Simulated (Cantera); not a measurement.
A closed system holds: 1 mol Al, 2.5 mol Cl₂, held at 1250 K and 6.50 mbar.

Equilibrium computed with Cantera from the NASA thermochemical tables; the gas is ideal and each condensed phase is pure. Candidate condensed phases: Al, AlCl₃; 8 gas species. Rates play no part.

Base state: AlCl₃ 0.484, Cl₂ 0.451, Cl 0.0650 (mole fractions); condensed: gas only.

### Question
What changes in the equilibrium state with this change: pressure from 6.50 mbar to 12.0 Pa?

### Answer
| species | before | after |
|---|---|---|
| AlCl₃ | 0.484 | 0.413 |
| Cl | 0.0650 | 0.348 |
| Cl₂ | 0.451 | 0.239 |
